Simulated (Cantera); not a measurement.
Input: 1 mol Ca(OH)2, 0.046 mol C, 0.27 mol H2O, held at 1950 K and 8.70 bar.

Equilibrium computed with Cantera from the NASA thermochemical tables; the gas is ideal and each condensed phase is pure. Candidate condensed phases: C, C6H6, C7H8, C8H18, Ca, CaCO3, CaO, Ca(OH)2, H2O; 115 gas species. Kinetics and transport are ignored.

Base state: H2O 0.903, H2 0.0618, CO2 0.0269, CO 0.00809, OH 0.000128, H 9.66e-5, Ca(OH)2 6.18e-5 (mole fractions); condensed: CaO(s).

Q: What changes in the equilibrium state with this change: temperature from 1950 K to 1073 K?

A: 
```tsv
species	before	after
H2O	0.903	0.904
H2	0.0618	0.0687
CO2	0.0269	0.0254
CO	0.00809	0.00178
Ca(OH)2	6.18e-5	<1e-9
OH	0.000128	<1e-9
H	9.66e-5	1.24e-9
CaO(s), mol	1.000	0.989
CaCO3(calcite), mol	0	0.0106
```
Mutual solubility and eutectic melting of coexisting phases are not modelled.
